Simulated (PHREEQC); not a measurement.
KOH is added in steps, without added water, to 1 kg of water holding 0.00033 mol/kgw PbCl2, 0.035 mol/kgw HNO3 and 0.025 mol/kgw Na2SO4, at 80 °C. Oxygen alone is held at its pressure in air (log pO2 = -0.68). No CO2 enters from the air. Solids allowed: Halite, Sylvite, Anglesite, Pb(OH)2. Others were left out.

Base run: PHREEQC, ion-association model, phreeqc.dat. Each further column changes one thing. The table gives Pb+2 (mol/kgw).

```tsv
KOH added (mol)	base	Na2SO4 from 0.025 to 0.05 mol/kgw	Na2SO4 from 0.025 to 0.0275 mol/kgw	Na2SO4 from 0.025 to 0.0375 mol/kgw	no solid may form
0	3.27e-5	1.49e-5	2.91e-5	2.02e-5	(withheld)
0.003167	3.00e-5	1.41e-5	2.68e-5	1.88e-5	0.000187
0.006333	2.74e-5	1.34e-5	2.46e-5	1.76e-5	0.000182
0.0095	2.51e-5	1.28e-5	2.26e-5	1.65e-5	0.000176
0.01267	2.29e-5	1.22e-5	(withheld)	1.54e-5	0.000170
0.01583	2.10e-5	1.17e-5	1.91e-5	1.45e-5	0.000165
0.019	1.92e-5	1.12e-5	1.77e-5	1.37e-5	0.000159
0.02217	1.77e-5	1.08e-5	1.64e-5	1.30e-5	0.000153
0.02533	1.63e-5	1.04e-5	1.52e-5	1.23e-5	0.000147
0.0285	1.52e-5	1.00e-5	1.42e-5	1.17e-5	0.000142
0.03167	1.41e-5	9.69e-6	1.33e-5	1.12e-5	0.000136
0.03483	1.32e-5	9.38e-6	1.26e-5	1.07e-5	(withheld)
0.038	2.43e-13	3.14e-13	2.51e-13	2.81e-13	6.27e-8
```

Task: Some entries are withheld; supply them.

Result: 
- 0, no solid may form: 0.000192
- 0.01267, Na2SO4 from 0.025 to 0.0275 mol/kgw: 2.08e-5
- 0.03483, no solid may form: 0.000132

Constants without temperature data keep their 25 °C values here. The database's Pb(OH)2 solid is less soluble than what usually precipitates. In at least one series the solution becomes supersaturated in solids that the run did not let form, among them Anglesite, Pb(OH)2.
